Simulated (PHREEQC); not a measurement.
Make-up at 25 °C: 20 mmol/kgw CaCl2, 11 mmol/kgw CO2 and 3.3 mmol/kgw MgSO4. Closed to the air; pH follows from the charge balance.

All values are PHREEQC results (ion-association model, phreeqc.dat), not measurements.

No solid was allowed to form.

Q: What pH, specific conductance, density does the model give?

A: pH 4.14; specific conductance 4740 µS/cm; density 0.999 g/cm³.

Q: In which forms is S present?

A: SO4-2 57 %, CaSO4 35 %, MgSO4 7.6 % of the S.

Species that the database lacks are ignored.
